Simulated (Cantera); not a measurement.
Silicon etching in halogen gases: Si + HBr + H₂

Feed: 1 mol Si, 9.8 mol HBr, 2.5 mol H₂, at 0.100 bar.

Method: chemical equilibrium by Gibbs-energy minimisation in Cantera with the NASA 1993 tables (ideal gas, pure condensed phases). Candidate condensed phases: Br₂, Si; 19 gas species. The tables' values for SiBr₃ are old estimates; treat these amounts as uncertain. Kinetics and transport are ignored.

From 1175 K to 1525 K nothing is condensed. The main Si-bearing gas is SiBr₄ at 1175 K and SiBr₂ at 1525 K.

```tsv
T (K)	log p HBr	log p H₂	log p SiBr₄	log p SiBr₂	log p SiBr₃
1175	-1.29	-1.40	-2.06	-4.27	-4.12
1225	-1.29	-1.40	-2.08	-3.79	-3.82
1275	-1.28	-1.41	-2.10	-3.37	-3.57
1325	-1.27	-1.42	-2.14	-3.01	-3.36
1375	-1.26	-1.44	-2.22	-2.73	-3.22
1425	-1.25	-1.46	-2.33	-2.52	-3.13
1475	-1.24	-1.48	-2.48	-2.38	-3.09
1525	-1.23	-1.49	-2.66	-2.28	-3.09
```
log p: log10 of the partial pressure in bar; nothing condenses.
